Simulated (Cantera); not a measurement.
Equilibrium for fluorocarbon and chlorocarbon gases: CH2F2 + HCl + H2

Feed: 1 mol CH2F2, 2.9 mol HCl, 0.067 mol H2.

Cantera equilibrium calculation (NASA polynomials, part measured and part estimated; ideal gas, pure solids and liquids). Candidate condensed phases: C, C6H6, C7H8, C8H18; 118 gas species. Equilibrium is a limit: real reactors are often held back by kinetics, nucleation or transport.

Q: Map the stable condensed phases over T = 2602, 2627, 2652, 2677, 2702, 2727, 2752, 2777, 2802, 2827, 2852, 2877, 2902 °C and P in Pa = 1, 6.8, 46, 320, 2200, 15000, 100000.

A: 
```
T in °C \ P in Pa
              1    6.8     46    320   2200  15000 100000
   2902       A      A      A      A      A      B      B
   2877       A      A      A      A      A      B      B
   2852       A      A      A      A      A      B      B
   2827       A      A      A      A      A      B      B
   2802       A      A      A      A      B      B      B
   2777       A      A      A      A      B      B      B
   2752       A      A      A      A      B      B      B
   2727       A      A      A      A      B      B      B
   2702       A      A      A      A      B      B      B
   2677       A      A      A      A      B      B      B
   2652       A      A      A      A      B      B      B
   2627       A      A      A      B      B      B      B
   2602       A      A      A      B      B      B      B
```
A: gas only; B: C.
